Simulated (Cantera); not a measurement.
Charge: 1 mol SO2, 3.2 mol H2, 2.1 mol O2, at 4.35 Torr.

Method: chemical equilibrium by Gibbs-energy minimisation in Cantera with the NASA 1993 tables (ideal gas, pure condensed phases). Candidate condensed phases: H2O, H2SO4, S; 19 gas species. The numbers say what is thermodynamically allowed, not how fast it happens. All values below are at 2073 K.

Base state: H2O 0.642, SO2 0.206, O2 0.105, OH 0.0223, H2 0.0128, O 0.00489, H 0.00391, SO 0.00235 (mole fractions); condensed: gas only.

Task: What changes in the equilibrium state with this change: SO2 replaced by H2O?

Result: 
```csv
species,before,after
H2O,0.642,0.843
O2,0.105,0.105
OH,0.0223,0.0256
SO2,0.206,0
H2,0.0128,0.0168
SO,0.00235,0
SO3,2.35e-5,0
```
